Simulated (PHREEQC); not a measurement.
Solution (25 °C): 0.55 mol/kgw MgCl2, 0.3 mol/kgw K2SO4 and 1.2 mol/kgw KBr. Closed to the air; pH follows from the charge balance.

All values are PHREEQC results (Pitzer model, pitzer.dat), not measurements.

Question: The ionic strength comes out as 3.75 mol/kgw. What activity coefficients do Mg+2, Br-, MgOH+, Cl-, K+ get?

Answer: Mg+2 0.39, Br- 0.66, MgOH+ 0.51, Cl- 0.58, K+ 0.61. Single-ion values are on the MacInnes scale.

This is a speciation only: nothing precipitates in the calculation. Species that the database lacks are ignored.
